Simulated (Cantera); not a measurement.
A closed system holds: 1 mol PbS, 1 mol H₂, 0.42 mol N₂, held at 2025 K and 16.0 mbar.

Method: chemical equilibrium by Gibbs-energy minimisation in Cantera with the NASA 1993 tables (ideal gas, pure condensed phases). Candidate condensed phases: Pb, PbS, S; 18 gas species. Rates play no part.

### Question
What is the equilibrium state?

### Answer
- x(H₂): 0.346
- x(Pb): 0.225
- x(N₂): 0.153
- x(PbS): 0.139
- x(S₂): 0.0974
- x(SH): 0.0139
- x(S): 0.00923
- x(H): 0.00894
- x(H₂S): 0.00753
- gas amount: 2.744 mol
- log10 activity of Pb(l) (absent): -2.45
- log10 activity of S(l) (absent): -3.00
